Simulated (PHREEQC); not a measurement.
Consider water at 20 °C with 0.0025 mol/kgw HCl and 0.24 mol/kgw MnSO4. Closed to the air; pH follows from the charge balance.

The numbers come from PHREEQC with the ion-association model, phreeqc.dat.

```
quantity        before    after
-------------  -------  -------
pH                3.24     3.12
Cl- (mol/kgw)  0.00223  0.00232
```

### Question
Which change was made?
(A) diluted 10-fold with water
(B) HCl from 0.0025 to 0.0005 mol/kgw
(C) temperature from 20 to 45 °C
(D) MnSO4 from 0.24 to 0.12 mol/kgw
(E) diluted 2-fold with water

### Answer
D, MnSO4 from 0.24 to 0.12 mol/kgw

No solid was allowed to form.
